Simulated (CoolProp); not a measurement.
Vapour-liquid equilibrium of propane (1) + dimethyl ether (2) at 276.4 K; x and y are mole fractions of (1).

Computed with CoolProp (multi-fluid Helmholtz-energy mixture model, Lemmon 2009 and Wu 2011; pair parameters Bell 2016).

```tsv
x	bubble pressure (bar)	y at the bubble point	dew pressure at overall composition x (bar)	liquid density (mol/L)
0.05	3.273	0.126	3.094	14.88
0.15	3.753	0.302	3.334	14.47
0.25	4.129	0.422	3.603	14.08
0.35	4.427	0.513	3.901	13.72
0.45	4.666	0.589	4.221	13.38
0.55	4.859	0.657	4.545	13.05
0.65	5.013	0.723	4.841	12.76
0.75	5.131	0.790	5.067	12.48
0.85	5.210	0.864	5.199	12.23
0.95	5.241	0.950	5.241	11.99
```

No azeotrope shows between x = 0.05 and 0.95.

Pair parameters are fitted to limited data, so mixtures are less certain than the pure fluids.
